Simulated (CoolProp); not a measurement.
Vapour-liquid equilibrium of R22 (1) + R142b (2) at 331.9 K; x and y are mole fractions of (1).

The numbers come from the multi-fluid Helmholtz-energy mixture model, Kamei 1995 and Lemmon 2006; pair parameters Bell 2016 in CoolProp.

### Question
Give the bubble pressure and the first vapour's composition at x = 0.15, 0.45, 0.75. Is there an azeotrope?

### Answer
x = 0.15: 1.041 MPa, y = 0.273; x = 0.45: 1.440 MPa, y = 0.626; x = 0.75: 1.904 MPa, y = 0.859. No azeotrope shows between x = 0.05 and 0.95.

Pair parameters are fitted to limited data, so mixtures are less certain than the pure fluids.
